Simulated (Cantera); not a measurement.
**Transport properties of process gases**

Gas mixture: C2H4 : CO2 : CO = 0.47 : 0.68 : 0.72 (molar parts), at 0.0133 bar, frozen composition.

Cantera's kinetic-theory transport with the Lennard-Jones parameters of GRI-Mech 3.0, ideal gas; thermal conductivity in the mixture-averaged form. The composition is frozen, though it would react at the higher temperatures.

| T (K) | ρ (kg/m³) | cp (J/kg/K) | μ (µPa s) | λ (mW/m/K) | Pr | D (cm²/s) NO | D (cm²/s) N2 | D (cm²/s) CH3 |
|---|---|---|---|---|---|---|---|---|
| 400 | 0.0136 | 1169 | 18.8 | 29.7 | 0.739 | 21.9 | 22.3 | 24.3 |
| 650 | 0.00835 | 1427 | 27.6 | 51.7 | 0.763 | 50.9 | 51.8 | 57.3 |
| 900 | 0.00603 | 1600 | 35.1 | 72.4 | 0.774 | 88.5 | 90.1 | 100 |
| 1150 | 0.00472 | 1729 | 41.6 | 91.7 | 0.785 | 134 | 136 | 152 |
| 1400 | 0.00388 | 1818 | 47.5 | 109 | 0.789 | 186 | 189 | 211 |
| 1650 | 0.00329 | 1881 | 53.1 | 126 | 0.792 | 244 | 248 | 278 |
| 1900 | 0.00286 | 1927 | 58.2 | 141 | 0.793 | 308 | 314 | 352 |
| 2150 | 0.00252 | 1960 | 63.2 | 156 | 0.793 | 379 | 386 | 432 |
| 2400 | 0.00226 | 1984 | 67.9 | 170 | 0.794 | 454 | 463 | 518 |
D: mixture-averaged diffusion coefficient of that species in the mixture.
